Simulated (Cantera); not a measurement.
Mixture: CH₄ : C₂H₆ : C₃H₈ : O₂ : N₂ = 1 : 0.19 : 1.3 : 8.33 : 23.3 (molar parts), equivalence ratio 1.1, at 34000 Pa, adiabatic and at constant pressure. Ignition delay is the time to a rise of 400 K.

Detailed kinetics in Cantera: GRI-Mech 3.0 (53 species, 325 reactions). GRI-Mech 3.0 was tuned for natural gas; its chemistry of propane as a main component is partial and can be far from experiment.

Question: What does this change do: pressure from 34000 Pa to 100000 Pa?

Answer: 
```csv
quantity,before,after
delay at 1150 K,18.8 ms,10.8 ms
delay at 1250 K,2.96 ms,1.73 ms
delay at 1350 K,0.689 ms,0.380 ms
delay at 1450 K,0.232 ms,0.117 ms
delay at 1550 K,0.104 ms,48.0 µs
delay at 1650 K,56.9 µs,24.6 µs
apparent activation energy between 1450 and 1650 K,140 kJ/mol,160 kJ/mol
```
